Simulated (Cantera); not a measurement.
Feed: 1 mol HCl, 0.045 mol O₂, 15 mol H₂, equilibrated at 1.33 mbar.

Equilibrium computed with Cantera from the NASA thermochemical tables; the gas is ideal and each condensed phase is pure. Candidate condensed phases: H₂O; 14 gas species. The numbers say what is thermodynamically allowed, not how fast it happens.

Problem. At 1525 °C, list the 5 most abundant gas species with their mole fractions, and the condensed phases.

Solution. H₂ 0.923, HCl 0.0617, H 0.00926, H₂O 0.00559, Cl 0.000474. Condensed: gas only.
